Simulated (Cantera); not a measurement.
## Thermodynamics of aluminium nitride and oxide growth, feed Al(CH3)3 + O2 + N2

Charge: 1 mol Al(CH3)3, 4.8 mol O2, 1.8 mol N2, at 1227 °C and 0.0150 bar.

These are equilibrium values from Cantera (NASA tables, ideal gas, pure condensed phases), not measurements of a reactor. Candidate condensed phases: Al, AlN, Al2O3, C, C6H6, C7H8, C8H18, H2O; 148 gas species. The feed counts by its element totals alone. Rates play no part.

```json
{
 "x(H2O)": "0.369",
 "x(N2)": "0.194",
 "x(CO2)": "0.179",
 "x(CO)": "0.144",
 "x(H2)": "0.114",
 "x(H)": "4.86e-5",
 "x(OH)": "4.48e-6",
 "n(Al2O3(s))": "0.500 mol",
 "gas_amount": "9.300 mol",
 "log10 activity of C(graphite) (absent)": "-5.94",
 "log10 activity of Al(l) (absent)": "-13.01"
}
```
